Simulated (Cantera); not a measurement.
An isothermal, constant-pressure homogeneous reactor starts with 5.00 % C2H6, 95.0 % N2, at 1700 K and 760 Torr.

Model: GRI-Mech 3.0 (53 species, 325 reactions), integrated in Cantera. GRI-Mech 3.0 stops at C3 and has no aromatics, soot or wall deposition, so with more carbon than oxygen in the feed, carbon stays in small species such as C2H2 where larger ones or solid carbon would form.

### Question
Predict: x(C2H6) at 100 s; x(H) at 100 s; x(H2) at 100 s; x(HCN) at 100 s; x(CH2) at 100 s; x(C2H4) at 100 s; x(CH3) at 100 s.

### Answer
```json
{
  "x(C2H6) at 100 s": "4.04e-8 (gas-phase equilibrium 1.28e-8)",
  "x(H) at 100 s": "4.41e-5 (gas-phase equilibrium 4.43e-5)",
  "x(H2) at 100 s": "0.0897 (gas-phase equilibrium 0.0902)",
  "x(HCN) at 100 s": "4.41e-5 (gas-phase equilibrium 0.0624)",
  "x(CH2) at 100 s": "3.70e-9 (gas-phase equilibrium 2.08e-9)",
  "x(C2H4) at 100 s": "0.000197 (gas-phase equilibrium 6.20e-5)",
  "x(CH3) at 100 s": "7.29e-6 (gas-phase equilibrium 4.10e-6)"
}
```
